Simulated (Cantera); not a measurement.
Input: 1 mol Si, 0.044 mol CO2, 38 mol CO, 0.11 mol CH4, equilibrated at 101000 Pa.

These are equilibrium values from Cantera (NASA tables, ideal gas, pure condensed phases), not measurements of a reactor. Candidate condensed phases: C, C6H6, C7H8, C8H18, H2O, Si, SiC, SiO2; 123 gas species. The tables hold silica as quartz up to 1696 K and as liquid above; real silica turns to tridymite and cristobalite and melts near 1996 K. Kinetics and transport are ignored.

x: gas mole fraction; n: condensed amount in mol.

```
T (K)   x CO       x CO2     x H2       x H2O  n C(graphite)  n SiO2(β-quartz)
-----  -----  ----------  -------  ----------  -------------  ----------------
1000   0.706       0.286  0.00608     0.00172           10.2              1.00
1050   0.840       0.153  0.00605    0.000935           6.91              1.00
1100   0.918  (withheld)  0.00602  (withheld)     (withheld)              1.00
1150   0.957  (withheld)  0.00601  (withheld)     (withheld)              1.00
1200   0.976      0.0182  0.00602    0.000154           2.72              1.00
1250   0.984     0.00945  0.00603     9.05e-5           2.41              1.00
1300   0.989     0.00512  0.00603     5.51e-5           2.25              1.00
1350   0.991     0.00290  0.00604     3.48e-5           2.17              1.00
```

Question: Fill in the missing entries.

Answer: 
- 1100, x CO2: 0.0754
- 1100, x H2O: 0.000501
- 1100, n C(graphite): 4.63
- 1150, x CO2: 0.0366
- 1150, x H2O: 0.000273
- 1150, n C(graphite): 3.36
